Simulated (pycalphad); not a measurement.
An equivalent pycalphad script:

```python
from pycalphad import Database, equilibrium, calculate, variables as v
import numpy as np
db = Database('COST507.tdb')
comps = ['TI', 'B', 'VA']
phases = ['B2M', 'B2TI', 'B4M3', 'B4TI3', 'BCC_A2', 'BETA_RHOMBO_B', 'BM', 'BTI', 'HCP_A3', 'LIQUID']
eq = equilibrium(db, comps, phases, {v.X('B'): 0.0232, v.T: np.arange(2850, 499, -100), v.P: 101325, v.N: 1}, output=['HM', 'SM'])
```

All values are pycalphad results on the COST 507 light-alloy database (1999) (1 atm), not direct measurements. The data set is of 1999 and partly superseded. Amounts are mole fractions of atoms. Diffusion is slow at the low end, where real alloys seldom reach equilibrium.

Results at three of the temperatures:

```
T = 2550.00 K, P = 101325 Pa, N = 1 mol of atoms
G = -187029 J/mol, H = 95526 J/mol, S = 110.81 J/(mol K)  (SER reference)
chemical potentials (J/mol): Ti -184494, B -293747
phase             fraction      x(Ti)       x(B)
LIQUID              1.0000     0.9768     0.0232
```

```
T = 1450.00 K, P = 101325 Pa, N = 1 mol of atoms
G = -80770 J/mol, H = 34761 J/mol, S = 79.68 J/(mol K)  (SER reference)
chemical potentials (J/mol): Ti -78162, B -190570
phase             fraction      x(Ti)       x(B)
BCC_A2              0.9569     0.9983     0.0017
BM                  0.0431     0.5000     0.5000
```

```
T = 650.00 K, P = 101325 Pa, N = 1 mol of atoms
G = -27493 J/mol, H = 5786 J/mol, S = 51.20 J/(mol K)  (SER reference)
chemical potentials (J/mol): Ti -24102, B -170271
phase             fraction      x(Ti)       x(B)
HCP_A3              0.9541     0.9998   0.000246
BM                  0.0459     0.5000     0.5000
```

Changes of the phase set, refined by bisection:

```
T (K)   phases above  phases below
------  ------------  ------------
1892.3        liquid  bcc + liquid
1814.1  bcc + liquid      bcc + BM
1156.1      bcc + BM      BM + hcp
```

Database names, with the compositions (at.%) that they take in these runs: BM: Ti 50 B 50. BCC_A2 is bcc; HCP_A3 is hcp.
